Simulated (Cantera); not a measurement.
An isothermal plug-flow reactor at 625 K and 750 Torr (inlet), inlet velocity 0.51 m/s, active area per volume 2900 1/m; feed 0.289 % H₂, 4.69 % O₂, 95.0 % N₂.

Detailed kinetics in Cantera: Deutschmann's 1995 Pt surface mechanism with GRI-Mech 3.0 gas chemistry. Catalytic surfaces can have several steady states; this one follows from the mechanism file's or the stated starting coverage. Mass transfer to the wall is taken as infinitely fast.

One state of this run: x H₂ = 7.38e-5; x O₂ = 0.0456; x H₂O = 0.00282; θ free Pt = 0.00399; θ O* = 0.995; θ OH* = 0.00116. x: gas mole fraction; θ: surface coverage.

Q: Which value of z (m) does it belong to?
A. 0.0039
B. 0.0018
C. 0.00018
D. 0.018

A: B, 0.0018
